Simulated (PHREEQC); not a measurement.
Consider water at 20 °C with 23 mmol/kgw HF, 0.46 mmol/kgw H2SiF6 and 0.31 mmol/kgw HBF4. Closed to the air; pH follows from the charge balance.

Model: ion-association model, phreeqc.dat, run in PHREEQC.

### Question
The ionic strength comes out as 0.00529 mol/kgw. What activity coefficients do H+, F-, BF3OH-, BF4-, SiF6-2 get?

### Answer
H+ 0.93, F- 0.92, BF3OH- 0.93, BF4- 0.93, SiF6-2 0.74.

No solid was allowed to form. Species that the database lacks are ignored. SiF6-2 is the database's only silicon fluoride. Real BF4- forms and hydrolyses slowly; the run takes it at equilibrium.
